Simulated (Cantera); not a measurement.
**Adiabatic ignition**

An adiabatic, constant-pressure homogeneous reactor starts with 13.8 % H₂, 18.2 % O₂, 68.1 % N₂, equivalence ratio 0.38, at 1725 K and 370000 Pa.

Model: the H2/O2 subset of GRI-Mech 3.0, which has no nitrogen chemistry, integrated in Cantera. The hydrogen kinetics of GRI-Mech 3.0 are dated; newer H2 mechanisms differ, most at raised pressure.

| t (s) | T (K) | x H₂ | x O₂ | x H₂O | x H₂O₂ | x O |
|---|---|---|---|---|---|---|
| 8.00e-6 | 2337 | 0.00787 | 0.110 | 0.121 | 6.53e-7 | 0.0171 |
| 1.96e-5 | 2517 | 0.00342 | 0.114 | 0.133 | 5.55e-7 | 0.00711 |
| 4.79e-5 | 2576 | 0.00189 | 0.116 | 0.138 | 7.32e-7 | 0.00390 |
| 0.000117 | 2578 | 0.00182 | 0.116 | 0.138 | 7.50e-7 | 0.00375 |
| 0.000287 | 2578 | 0.00182 | 0.116 | 0.138 | 7.50e-7 | 0.00375 |
| 0.000701 | 2578 | 0.00182 | 0.116 | 0.138 | 7.50e-7 | 0.00375 |
| 0.00172 | 2578 | 0.00182 | 0.116 | 0.138 | 7.50e-7 | 0.00375 |
| 0.00420 | 2578 | 0.00182 | 0.116 | 0.138 | 7.50e-7 | 0.00375 |
| 0.0103 | 2578 | 0.00182 | 0.116 | 0.138 | 7.50e-7 | 0.00375 |
| 0.0251 | 2578 | 0.00182 | 0.116 | 0.138 | 7.50e-7 | 0.00375 |
| 0.0615 | 2578 | 0.00182 | 0.116 | 0.138 | 7.50e-7 | 0.00375 |
| 0.150 | 2578 | 0.00182 | 0.116 | 0.138 | 7.50e-7 | 0.00375 |
| 0.368 | 2578 | 0.00182 | 0.116 | 0.138 | 7.50e-7 | 0.00375 |
| 0.900 | 2578 | 0.00182 | 0.116 | 0.138 | 7.50e-7 | 0.00375 |
x: mole fraction; the columns are a selection and need not sum to one.

| Property | Value |
|---|---|
| time of steepest temperature rise | 2.27 µs |
| temperature at 0.900 s | 2578 K |
| equilibrium temperature | 2578 K |
| x(H₂) at 0.900 s | 0.00182 (gas-phase equilibrium 0.00182) |
| x(O₂) at 0.900 s | 0.116 (gas-phase equilibrium 0.116) |
| x(H₂O) at 0.900 s | 0.138 (gas-phase equilibrium 0.138) |
